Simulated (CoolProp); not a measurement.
Vapour-liquid equilibrium of acetone (1) + benzene (2) at 179.75 °C; x and y are mole fractions of (1).

Values from CoolProp's multi-fluid Helmholtz-energy mixture model, Lemmon 2006 and Thol 2012; pair parameters Bell 2016.

Q: Give the bubble pressure and the first vapour's composition at x = 0.2, 0.425, 0.95. Is there an azeotrope?

A: x = 0.2: 1.260 MPa, y = 0.311; x = 0.425: 1.485 MPa, y = 0.546; x = 0.95: 1.933 MPa, y = 0.962. No azeotrope shows between x = 0.05 and 0.95.

The pair parameters rest on a limited set of measurements; away from them the model extrapolates.
